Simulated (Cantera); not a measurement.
Low-pressure radical oxidation in H2/O2

An isothermal, constant-pressure homogeneous reactor starts with H2 : O2 = 0.0071 : 1 (molar parts), at 1323 K and 2700 Pa.

Computed with Cantera and the H2/O2 subset of GRI-Mech 3.0, which has no nitrogen chemistry. Radical loss at walls, strong at low pressure, is not modelled.

| t (s) | x H2 | x O2 | x H2O2 | x OH | x O | x H | x H2O |
|---|---|---|---|---|---|---|---|
| 3.00e-5 | 0.00705 | 0.993 | <1e-12 | 1.98e-9 | 2.02e-9 | 1.31e-9 | 1.21e-10 |
| 7.84e-5 | 0.00705 | 0.993 | 1.00e-12 | 7.38e-9 | 7.82e-9 | 1.86e-9 | 1.29e-9 |
| 0.000205 | 0.00705 | 0.993 | 6.65e-12 | 2.69e-8 | 3.06e-8 | 3.54e-9 | 1.22e-8 |
| 0.000536 | 0.00705 | 0.993 | 4.23e-11 | 1.53e-7 | 1.89e-7 | 1.46e-8 | 1.46e-7 |
| 0.00140 | 0.00704 | 0.993 | 2.52e-10 | 4.87e-6 | 6.17e-6 | 4.29e-7 | 6.47e-6 |
| 0.00366 | 0.00136 | 0.988 | 6.13e-8 | 0.00163 | 0.00439 | 0.000280 | 0.00473 |
| 0.00958 | 1.97e-5 | 0.987 | 1.85e-8 | 0.000770 | 0.00593 | 0.000156 | 0.00657 |
| 0.0250 | 1.73e-5 | 0.987 | 1.79e-8 | 0.000722 | 0.00518 | 0.000127 | 0.00661 |
| 0.0655 | 1.27e-5 | 0.989 | 1.64e-8 | 0.000620 | 0.00377 | 7.95e-5 | 0.00670 |
| 0.171 | 6.72e-6 | 0.991 | 1.31e-8 | 0.000451 | 0.00196 | 3.00e-5 | 0.00682 |
| 0.448 | 2.28e-6 | 0.992 | 7.96e-9 | 0.000264 | 0.000659 | 5.88e-6 | 0.00693 |
| 1.17 | 5.45e-7 | 0.993 | 3.33e-9 | 0.000129 | 0.000156 | 6.84e-7 | 0.00701 |
| 3.06 | 1.15e-7 | 0.993 | 1.03e-9 | 5.96e-5 | 3.30e-5 | 6.66e-8 | 0.00704 |
| 8.00 | 2.66e-8 | 0.993 | 2.92e-10 | 2.87e-5 | 7.62e-6 | 7.39e-9 | 0.00706 |
x: mole fraction; the columns are a selection and need not sum to one.

Equilibrium at this temperature and pressure: H2 5.63e-9, O2 0.993, H2O2 7.55e-11, OH 1.32e-5, O 1.62e-6, H 7.29e-10, H2O 0.00707 (gas phase only).
